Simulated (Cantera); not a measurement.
Input: 1 mol SiCl₄, 0.14 mol Cl₂, 46 mol H₂, at 75.0 Torr.

These are equilibrium values from Cantera (NASA tables, ideal gas, pure condensed phases), not measurements of a reactor. Candidate condensed phases: Si; 19 gas species. Rates play no part.

Over these rows the condensed part is Si(s). Partial pressures as log10 of bar:

```json
[
 {"T (K)": "1223", "1000/T (1/K)": "0.8177", "log p SiCl₄": "-3.33", "log p H₂": "-1.03", "log p HCl": "-2.34"},
 {"T (K)": "1273", "1000/T (1/K)": "0.7855", "log p SiCl₄": "-3.56", "log p H₂": "-1.03", "log p HCl": "-2.29"},
 {"T (K)": "1323", "1000/T (1/K)": "0.7559", "log p SiCl₄": "-3.84", "log p H₂": "-1.03", "log p HCl": "-2.25"},
 {"T (K)": "1373", "1000/T (1/K)": "0.7283", "log p SiCl₄": "-4.16", "log p H₂": "-1.03", "log p HCl": "-2.23"},
 {"T (K)": "1423", "1000/T (1/K)": "0.7027", "log p SiCl₄": "?", "log p H₂": "-1.03", "log p HCl": "-2.22"},
 {"T (K)": "1473", "1000/T (1/K)": "0.6789", "log p SiCl₄": "-4.83", "log p H₂": "-1.03", "log p HCl": "-2.22"}
]
```

Problem. Fit log p(SiCl₄) = a + b·(1000/T) to the five rows, give the apparent enthalpy, and predict the row at 1423 K.

Solution. Means: 1000/T = 0.7533, log p = -3.944. Sxy = 0.123495, Sxx = 0.0113513, so b = 10.88 and a = -3.944 − (10.88)×0.7533 = -12.14.
Apparent enthalpy: −19.145 × (10.88) = -208 kJ/mol. With the condensed phases at unit activity, Si(s) + 4 HCl(g) = SiCl₄(g) + 2 H₂(g) links this pressure to the main gases: over the six rows their terms move log p by +0.48 in all, so the slope isn't that reaction's ΔH° alone. The five rows lie within 0.09 of the line.
Prediction at 1423 K: -12.14 + (10.88)×0.7027 = -4.49. The computed value is -4.50, 0.01 from the line.
